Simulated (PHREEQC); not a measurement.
A solution holds 0.0056 mol/kgw NH3, 0.0083 mol/kgw H3BO3 and 0.028 mol/kgw Na2CO3, at 80 °C. Closed to the air; pH follows from the charge balance.

Model: ion-association model, wateq4f.dat, run in PHREEQC.

```csv
quantity,before,after
pH,9.59,9.82
ionic strength (mol/kgw),0.0451,0.0440
H2BO3- (mol/kgw),0.00723,0.00381
NH3 (mol/kgw),0.00548,0.00553
H3BO3 (mol/kgw),0.00107,0.000336
NH4+ (mol/kgw),0.000117,6.99e-5
```

Which change was made?
A) temperature from 80 to 30 °C
B) Na2CO3 replaced by KHCO3 at the same molality
C) Na2CO3 left out
D) H3BO3 from 0.0083 to 0.00415 mol/kgw

D, H3BO3 from 0.0083 to 0.00415 mol/kgw

Precipitation was switched off in this run. At this temperature some constants are extrapolated from 25 °C, and those without enthalpy data are left unchanged.
